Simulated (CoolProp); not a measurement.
Vapour-liquid equilibrium of carbon dioxide (1) + n-pentane (2) at 244.5 K; x and y are mole fractions of (1).

The numbers come from the multi-fluid Helmholtz-energy mixture model, Span 1996 and Thol 2019; pair parameters Kunz 2012 in CoolProp.

```tsv
x	bubble pressure, mixture model (kPa)	bubble pressure, Raoult's law (kPa)	y, mixture model	y, Raoult's law
0.05	115.2	79.93	0.952	0.934
0.15	356.6	228.7	0.985	0.979
0.25	588.5	377.5	0.991	0.989
0.35	777.9	526.4	0.993	0.993
0.45	915.9	675.2	0.994	0.995
0.55	1013	824.0	0.995	0.997
0.65	1090	972.8	0.996	0.998
0.75	1169	1122	0.996	0.999
0.85	1270	1270	0.997	0.999
0.95	1408	1419	0.999	1.000
```

The largest gap from Raoult's law is +55.9 % in bubble pressure, at x = 0.15. No azeotrope shows between x = 0.05 and 0.95.

Pair parameters are fitted to limited data, so mixtures are less certain than the pure fluids. The gap from Raoult's law changes sign with composition, which may be real or a fault of the pair parameters; it wasn't checked against measurements. With so large a gap from Raoult's law the liquid may split in two, which this calculation doesn't test in full.
